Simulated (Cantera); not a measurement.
Charge: 1 mol SrCl2, 210 mol H2, held at 0.0610 bar.

Cantera equilibrium calculation (NASA polynomials, part measured and part estimated; ideal gas, pure solids and liquids). Candidate condensed phases: Sr, SrCl2; 8 gas species. Equilibrium is a limit: real reactors are often held back by kinetics, nucleation or transport.

### Question
What share of the Sr ends up in condensed phases as a function of T (K), at 650, 800, 950, 1100, 1250, 1400, 1550, 1700, 1850?

### Answer
```json
[
 {"T (K)": "650", "Sr condensed (%)": "100.0", "as": "SrCl2(s)"},
 {"T (K)": "800", "Sr condensed (%)": "100.0", "as": "SrCl2(s)"},
 {"T (K)": "950", "Sr condensed (%)": "100.0", "as": "SrCl2(s)"},
 {"T (K)": "1100", "Sr condensed (%)": "100.0", "as": "SrCl2(s)"},
 {"T (K)": "1250", "Sr condensed (%)": "98.6", "as": "SrCl2(l)"},
 {"T (K)": "1400", "Sr condensed (%)": "69.9", "as": "SrCl2(l)"},
 {"T (K)": "1550", "Sr condensed (%)": "0.0", "as": "-"},
 {"T (K)": "1700", "Sr condensed (%)": "0.0", "as": "-"},
 {"T (K)": "1850", "Sr condensed (%)": "0.0", "as": "-"}
]
```
